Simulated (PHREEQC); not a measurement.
Consider water at 93 °C with 0.11 mol ZnSO4, 0.00085 mol MgSO4, 0.0067 mol H2SO4 and 0.013 mol Na2SO4 per kg of water. Closed to the air; pH follows from the charge balance.

Computed with PHREEQC (ion-association model, phreeqc.dat).

No solid was allowed to form.

Q: Predict the pH, density.

A: pH 2.89; density 0.982 g/cm³.

Q: In which forms is Na present?

A: Na+ 93 %, NaSO4- 7.2 % of the Na.

Constants without temperature data keep their 25 °C values here.
